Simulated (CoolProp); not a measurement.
A simple Rankine cycle with R134a: condensing at 289.15 K, boiler at 2.11 MPa, turbine inlet 383 K, turbine efficiency 0.7, pump efficiency 0.8, no recuperator. Each further row changes one setting.

Computed with CoolProp (reference Helmholtz-energy equation of state, Tillner-Roth 1994).

```tsv
case	thermal efficiency (%)	net work (kJ/kg)	heat in (kJ/kg)	turbine exit temperature (K)	volume ratio over the turbine
as stated	9.2	23.6	257	339.2	4.29
turbine inlet 403 K	9.2	25.9	281	360.9	4.20
condensing temperature 281.15 K	10.5	28.1	268	332.7	5.54
boiler pressure 1.48 MPa	7.2	19.2	265	352.3	2.92
turbine efficiency 0.6	7.8	20.0	257	342.9	4.35
```
